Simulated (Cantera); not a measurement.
Feed: 1 mol Ti, 0.086 mol O2, 2.5 mol H2, held at 777 °C and 10.0 Torr.

These are equilibrium values from Cantera (NASA tables, ideal gas, pure condensed phases), not measurements of a reactor. Candidate condensed phases: H2O, Ti, TiO, TiO2, Ti2O3, Ti3O5, Ti4O7; 12 gas species. Mutual solubility and eutectic melting of coexisting phases are not modelled. TiO: taken at fixed stoichiometry. Condensed phases not in the tables: N, O or C dissolved in the metal. Rates play no part.

Base state: H2 1.00 (mole fractions); condensed: Ti(α) + TiO(s).

Q: What changes in the equilibrium state with this change: temperature from 777 °C to 1802 °C?

A: 
```tsv
species	before	after
H2	1.00	0.975
H	7.02e-8	0.0228
Ti	<1e-9	0.00193
TiO	<1e-9	0.000165
Ti(α), mol	0.828	0
TiO(s), mol	0.172	0
Ti(l), mol	0	0.823
TiO(l), mol	0	0.172
```
Each liquid is taken as pure.
